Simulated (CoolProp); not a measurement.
Properties of fluorine along the isotherm 300 K (Tc = 144.4 K, pc = 5.240 MPa, ω = 0.045).

Values from CoolProp's reference Helmholtz-energy equation of state, de Reuck 1990.

```csv
p (MPa),phase,density (kg/m³),cp (kJ/(kg K)),Joule-Thomson coefficient (K/MPa),fugacity coefficient
1.43,gas,21.91,0.8377,1.859,0.9944
2.86,gas,44.07,(withheld),(withheld),0.9887
4.29,gas,66.44,0.8651,(withheld),0.9832
5.71,supercritical,88.82,(withheld),1.654,0.9780
7.14,supercritical,111.4,0.8931,1.568,0.9731
8.57,supercritical,134.1,0.9074,1.484,0.9686
10,supercritical,156.7,0.9218,1.406,0.9645
11.4,supercritical,178.8,0.9360,1.335,0.9610
12.9,supercritical,202.2,0.9514,(withheld),(withheld)
14.3,supercritical,224.0,0.9658,1.206,0.9549
15.7,supercritical,245.5,0.9802,(withheld),0.9525
17.1,supercritical,266.9,0.9943,1.094,0.9504
18.6,supercritical,289.4,(withheld),1.037,0.9486
20,supercritical,310.2,1.022,0.9835,0.9473
```

Some entries are withheld; supply them.


- 2.86, cp (kJ/(kg K)): 0.8512
- 2.86, Joule-Thomson coefficient (K/MPa): 1.808
- 4.29, Joule-Thomson coefficient (K/MPa): 1.736
- 5.71, cp (kJ/(kg K)): 0.8790
- 12.9, Joule-Thomson coefficient (K/MPa): 1.266
- 12.9, fugacity coefficient: 0.9576
- 15.7, Joule-Thomson coefficient (K/MPa): 1.149
- 18.6, cp (kJ/(kg K)): 1.009
